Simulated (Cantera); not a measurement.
## Stirred combustor or abatement burner

A perfectly stirred reactor is fed with 7.12 % CH₄, 19.5 % O₂, 73.4 % N₂, at 460000 Pa; it is adiabatic with a 575 K inlet, and is followed from long to short residence time, starting on the burning branch (τ in s: 0.045, 0.021, 0.0094, 0.0043, 0.0019, 0.00088, 0.0004, 0.00018, 8.3e-05, 3.8e-05, 1.7e-05, 7.8e-06).

Model: GRI-Mech 3.0 (53 species, 325 reactions), integrated in Cantera.

| τ (s) | T (K) | x CH₄ | x O₂ | x H₂O | x H | x C₂H₄ | x CH₂ |
|---|---|---|---|---|---|---|---|
| 0.045 | 2095 | 3.31e-6 | 0.0522 | 0.141 | 2.28e-5 | 1.97e-10 | 3.64e-8 |
| 0.021 | 2094 | 6.62e-6 | 0.0524 | 0.141 | 2.78e-5 | 7.58e-10 | 7.62e-8 |
| 0.0094 | 2090 | 1.31e-5 | 0.0525 | 0.141 | 3.91e-5 | 2.74e-9 | 1.62e-7 |
| 0.0043 | 2084 | 2.40e-5 | 0.0527 | 0.140 | 6.29e-5 | 8.08e-9 | 3.28e-7 |
| 0.0019 | 2074 | 4.32e-5 | 0.0531 | 0.140 | 0.000115 | 2.13e-8 | 6.55e-7 |
| 0.00088 | 2057 | 7.37e-5 | 0.0537 | 0.139 | 0.000215 | 4.76e-8 | 1.20e-6 |
| 0.00040 | 2032 | 0.000128 | 0.0547 | 0.138 | 0.000406 | 1.04e-7 | 2.15e-6 |
| 0.00018 | 1994 | 0.000233 | 0.0565 | 0.136 | 0.000741 | 2.34e-7 | 3.71e-6 |
| 8.3e-5 | 1939 | 0.000452 | 0.0596 | 0.133 | 0.00122 | 5.96e-7 | 6.19e-6 |
| 3.8e-5 | 1848 | 0.00112 | 0.0661 | 0.130 | 0.00163 | 2.58e-6 | 1.08e-5 |
| 1.7e-5 | 575 | 0.0712 | 0.195 | <1e-12 | <1e-12 | <1e-12 | <1e-12 |
| 7.8e-6 | 575 | 0.0712 | 0.195 | <1e-12 | <1e-12 | <1e-12 | <1e-12 |
x: mole fraction; the columns are a selection and need not sum to one.
